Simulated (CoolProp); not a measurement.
Model: reference Helmholtz-energy equation of state, Lemmon 2006, in CoolProp. It is a short technical equation, of lower accuracy than the large ones.

**Question.** Give the vapour pressure (kPa), vapour density (kg/m³), liquid cp (kJ/(kg K)), liquid conductivity (mW/(m K)) of saturated n-decane at 488.4, 494.3, 497.3 K.

**Answer.** 
```
T (K)  p (kPa)  vapour density (kg/m³)  liquid cp (kJ/(kg K))  liquid conductivity (mW/(m K))
-----  -------  ----------------------  ---------------------  ------------------------------
488.4      260                    10.4                   3.00                            87.3
494.3      293                    11.7                   3.03                            86.3
497.3      311                    12.4                   3.04                            85.8
```

Thermal conductivity comes from a separate model (Huber 2005).
